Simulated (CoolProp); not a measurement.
Model: reference Helmholtz-energy equation of state, Gao 2022, in CoolProp.

Task: For n-perfluorohexane, give the phase and the cp (kJ/(kg K)), cv (kJ/(kg K)), speed of sound (m/s), isothermal compressibility (1/MPa) at 450 K and 19.4 bar.

Result: 
- 450 K and 19.4 bar: supercritical; cp 2.24, cv 1.06, speed of sound 58.8, isothermal compressibility 0.700
